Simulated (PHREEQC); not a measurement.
Dissolve 0.0037 mol TMAH, 0.0051 mol K2SO4 and 0.0074 mol KH2PO4 per kg of water at 25 °C. Closed to the air; pH follows from the charge balance.

Computed with PHREEQC (ion-association model, phreeqc.dat).

Each row changes one thing in this solution. No solid was allowed to form.

| case | pH | ionic strength (mol/kgw) | SO4-2 (mol/kgw) | H2PO4- (mol/kgw) | HPO4-2 (mol/kgw) | KSO4- (mol/kgw) |
|---|---|---|---|---|---|---|
| as made | 6.99 | 0.0294 | 0.00479 | 0.00370 | 0.00364 | 0.000305 |
| diluted 5-fold with water | 7.10 | 0.00598 | 0.00100 | 0.000740 | 0.000736 | 1.78e-5 |
| diluted 10-fold with water | 7.13 | 0.00300 | 0.000505 | 0.000370 | 0.000369 | 4.91e-6 |
| K2SO4 from 0.0051 to 0.00102 mol/kgw | 7.03 | 0.0177 | 0.000982 | 0.00370 | 0.00366 | 3.83e-5 |
| KH2PO4 from 0.0074 to 0.00666 mol/kgw | 7.09 | 0.0286 | 0.00481 | 0.00296 | 0.00364 | 0.000295 |

(CH3)4N+ isn't in the database: it is added as a free cation with an ion size of 4 Å.
